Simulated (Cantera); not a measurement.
**Ammonia decomposition in nitride growth gas**

An isothermal, constant-pressure homogeneous reactor starts with 56.8 % NH3, 43.2 % H2, at 1425 K and 101000 Pa.

Computed with Cantera and the gas-phase N/H chemistry of the illustrative SiF4/NH3 mechanism in the Surface Chemkin manual (1991). Walls and surfaces, which speed up NH3 decomposition in real reactors, are not modelled.

```tsv
t (s)	x NH3	x H2	x N2	x N2H4	x N	x NH2	x NH
7.00e-6	0.568	0.432	<1e-12	<1e-12	<1e-12	8.78e-9	<1e-12
3.82e-5	0.568	0.432	<1e-12	<1e-12	<1e-12	4.84e-8	<1e-12
0.000208	0.568	0.432	3.01e-12	2.05e-11	<1e-12	2.64e-7	7.05e-12
0.00114	0.568	0.432	2.29e-9	7.25e-10	<1e-12	1.43e-6	2.10e-10
0.00620	0.568	0.432	4.72e-7	1.63e-8	3.33e-11	6.70e-6	4.58e-9
0.0338	0.568	0.432	1.35e-5	3.78e-8	1.15e-10	1.02e-5	1.05e-8
0.185	0.568	0.432	9.22e-5	3.77e-8	1.15e-10	1.02e-5	1.05e-8
1.01	0.567	0.433	0.000520	3.75e-8	1.15e-10	1.01e-5	1.05e-8
5.50	0.559	0.438	0.00281	3.65e-8	1.13e-10	1.00e-5	1.03e-8
30.0	0.524	0.462	0.0141	3.15e-8	1.04e-10	9.30e-6	9.54e-9
```
x: mole fraction; the columns are a selection and need not sum to one.

Equilibrium at this temperature and pressure: NH3 2.47e-5, H2 0.819, N2 0.181, N2H4 <1e-12, N <1e-12, NH2 3.85e-10, NH <1e-12 (gas phase only).
